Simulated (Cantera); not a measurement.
Charge: 1 mol Si, 0.026 mol N2O, 13 mol H2, 2.2 mol CO2, held at 2.10 mbar.

Cantera equilibrium calculation (NASA polynomials, part measured and part estimated; ideal gas, pure solids and liquids). Candidate condensed phases: C, C6H6, C7H8, C8H18, H2O, Si, SiC, SiO2, Si2N2O, Si3N4; 151 gas species. The tables hold silica as quartz up to 1696 K and as liquid above; real silica turns to tridymite and cristobalite and melts near 1996 K. Rates play no part.

Question: Which condensed phases are stable at each of these points (T (°C)): 1575, 1600, 1625, 1650, 1675, 1700, 1725, 1750, 1775, 1800, 1825?

Answer: 
```csv
T (°C),condensed phases,Si condensed (%)
1575,SiO2(condensed),38.0
1600,SiO2(condensed),19.9
1625,gas only,0.0
1650,gas only,0.0
1675,gas only,0.0
1700,gas only,0.0
1725,gas only,0.0
1750,gas only,0.0
1775,gas only,0.0
1800,gas only,0.0
1825,gas only,0.0
```

From 1575 °C to 1600 °C the condensed part is SiO2(condensed). From 1625 °C to 1825 °C nothing is condensed.
